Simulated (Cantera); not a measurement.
Thermodynamics of halide evaporation, hydrolysis and transport, feed FeCl3 + H2

Input: 1 mol FeCl3, 0.5 mol H2.

Cantera equilibrium calculation (NASA polynomials, part measured and part estimated; ideal gas, pure solids and liquids). Candidate condensed phases: Fe, FeCl2, FeCl3; 11 gas species. Rates play no part.

**Question.** Map the stable condensed phases over T = 823, 873, 923, 973, 1023, 1073, 1123, 1173, 1223, 1273, 1323, 1373, 1423, 1473 K and P in Pa = 0.10, 1, 10, 100, 1000, 10000, 100000.

**Answer.** 
```
T in K \ P in Pa
           0.10      1     10    100   1000  10000 100000
   1473       A      A      A      A      A      A      A
   1423       A      A      A      A      A      A      A
   1373       A      A      A      A      A      A      A
   1323       A      A      A      A      A      A      A
   1273       A      A      A      A      A      A      A
   1223       A      A      A      A      A      A      A
   1173       A      A      A      A      A      A      B
   1123       A      A      A      A      A      A      B
   1073       A      A      A      A      A      A      B
   1023       A      A      A      A      A      B      B
    973       A      A      A      A      A      B      B
    923       A      A      A      A      A      B      B
    873       A      A      A      A      B      B      B
    823       A      A      A      B      B      B      B
```
A: gas only; B: FeCl2.
